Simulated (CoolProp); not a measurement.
A single-stage vapour-compression cycle with the fluid: evaporating at 261.15 K (dew point), condensing at 308.15 K (bubble point), superheat 5 K, subcooling 0 K, compressor efficiency 0.75, no pressure losses. The same conditions are run with several fluids, on thermodynamics alone (safety and materials aside).

Computed with CoolProp (reference Helmholtz-energy equation of state of each fluid (cis-2-butene: Lemmon 2005; R142b: Lemmon 2006; R21: Platzer 1990; n-perfluoropentane: Gao 2022; C3F8 (R218): Lemmon 2006; R125: Lemmon 2005)). The equations of Platzer and Polt are older, rougher fits.

Task: Rank cis-2-butene, R142b, R21, n-perfluoropentane, C3F8 (R218), R125 by cooling COP, highest first.

Result: R21 (3.58), cis-2-butene (3.53), R142b (3.45), n-perfluoropentane (2.88), R125 (2.82), C3F8 (R218) (2.48)

```
fluid               pressure ratio  discharge temperature (K)  refrigerating effect (kJ/kg)  volumetric capacity (kJ/m³)
------------------  --------------  -------------------------  ----------------------------  ---------------------------
cis-2-butene                  5.47                      335.6                           333                          461
R142b                         5.05                      331.2                           169                          715
R21                           6.05                      363.7                           205                          405
n-perfluoropentane            7.52                      308.1                          57.6                          126
C3F8 (R218)                   4.09                      308.1                          46.8                         1210
R125                          3.95                      321.4                          84.2                         2310
```

The compression ends wet for: n-perfluoropentane; C3F8 (R218).
